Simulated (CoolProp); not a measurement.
Computed with CoolProp (reference Helmholtz-energy equation of state, Thol 2016).

Give the vapour pressure (kPa), vapour Z, vapour viscosity (µPa s) of saturated R1234ze(E) at -65.95, -34.55, 75.35 °C.


```csv
T (°C),p (kPa),vapour Z,vapour viscosity (µPa s)
-65.95,7.42,0.994,8.49
-34.55,48.8,0.975,9.82
75.35,1810,0.675,15.6
```

Viscosity comes from a separate model (Bell 2016), an estimate that may be off by 10 % or more.
